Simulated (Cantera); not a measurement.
A closed system holds: 1 mol borazine, 4.7 mol N2, held at 1475 K and 1.00 bar.

Method: chemical equilibrium by Gibbs-energy minimisation in Cantera with the NASA 1993 tables (ideal gas, pure condensed phases). Candidate condensed phases: B, BN; 15 gas species. The feed counts by its element totals alone. The numbers say what is thermodynamically allowed, not how fast it happens.

Base state: N2 0.610, H2 0.390, NH3 1.27e-5 (mole fractions); condensed: BN(s).

**Question.** What changes in the equilibrium state with this change: 0.53 mol H2O added?

**Answer.** 
| species | before | after |
|---|---|---|
| N2 | 0.610 | 0.579 |
| H2 | 0.390 | 0.417 |
| H2O | 0 | 0.00273 |
| HBO2 | 0 | 0.00101 |
| HBO | 0 | 7.19e-5 |
| B2O3 | 0 | 1.29e-5 |
| NH3 | 1.27e-5 | 1.37e-5 |
| BN(s), mol | 3.00 | 2.66 |
| B2O3(l), mol | 0 | 0.163 |
Mutual solubility and eutectic melting of coexisting phases are not modelled. Gases not in the tables: H3BO3. Further candidate phases: B2O3, B3O3H3, H2O.
